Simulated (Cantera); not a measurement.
Input: 1 mol SiC, 0.12 mol O₂, 5 mol N₂, held at 977 °C and 5850 Torr.

Equilibrium computed with Cantera from the NASA thermochemical tables; the gas is ideal and each condensed phase is pure. Candidate condensed phases: C, Si, SiC, SiO₂, Si₂N₂O, Si₃N₄; 34 gas species. N₂ is the only nitrogen source here; it is nearly inert below about 1500 K, so the nitride shown seldom forms there in practice. Mutual solubility and eutectic melting of coexisting phases are not modelled. The numbers say what is thermodynamically allowed, not how fast it happens.

Base state: N₂ 1.00 (mole fractions); condensed: C(graphite) + Si₂N₂O(s) + Si₃N₄(s).

Question: What changes in the equilibrium state with this change: O₂ from 0.12 to 0.31 mol?

Answer: 
```json
[
 {"species": "N₂", "before": "1.00", "after": "0.993"},
 {"species": "CO", "before": "1.18e-7", "after": "0.00681"},
 {"species": "C(graphite), mol", "before": "1.000", "after": "0.969"},
 {"species": "Si₂N₂O(s), mol", "before": "0.240", "after": "0.470"},
 {"species": "Si₃N₄(s), mol", "before": "0.173", "after": "0"},
 {"species": "SiO₂(β-quartz), mol", "before": "0", "after": "0.0593"}
]
```
The tables hold silica as quartz up to 1696 K and as liquid above; real silica turns to tridymite and cristobalite and melts near 1996 K.

Question: What changes in the equilibrium state with this change: SiC replaced by Si₃N₄?

Answer: 
| species | before | after |
|---|---|---|
| N₂ | 1.00 | 1.00 |
| C(graphite), mol | 1.000 | 0 |
| Si₂N₂O(s), mol | 0.240 | 0.240 |
| Si₃N₄(s), mol | 0.173 | 0.840 |
